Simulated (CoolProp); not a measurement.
Vapour pressure (kPa) of R125: the reference equation beside estimates from Tc = 339.2 K, pc = 3618 kPa, ω = 0.305.

The numbers come from the reference Helmholtz-energy equation of state, Lemmon 2005 in CoolProp.

```
T (K)  reference  Lee-Kesler  van der Waals  Redlich-Kwong  Soave-Redlich-Kwong  Peng-Robinson
-----  ---------  ----------  -------------  -------------  -------------------  -------------
246.6      262.1       262.8          877.7          432.2                262.6          260.8
249.7      295.9       296.8          933.5          477.4                296.8          294.4
252.7      331.7       332.9          989.6          524.2                332.9          330.0
255.7      370.7       372.1           1048          574.2                372.4          368.7
258.7      413.0       414.8           1108          627.4                415.3          410.9
261.8      460.6       462.6           1173          686.0                463.5          458.2
264.8      510.4       512.6           1238          746.1                514.0          507.9
267.8      564.2       566.6           1305          809.9                568.6          561.6
270.8      622.1       624.7           1374          877.3                627.5          619.5
273.9      686.6       689.3           1448          950.9                693.0          684.0
276.9      753.6       756.4           1522           1026                761.2          751.1
279.9      825.3       828.2           1599           1105                834.3          823.0
282.9      902.1       904.9           1678           1188                912.4          900.1
285.9      984.1       986.7           1759           1276                995.9          982.4
```

Absolute difference from the reference over all 14 rows, mean and median: Lee-Kesler 0.4 and 0.4 %, van der Waals 144.3 and 136.9 %, Redlich-Kwong 45.8 and 44.9 %, Soave-Redlich-Kwong 0.7 and 0.7 %, Peng-Robinson 0.4 and 0.5 %.
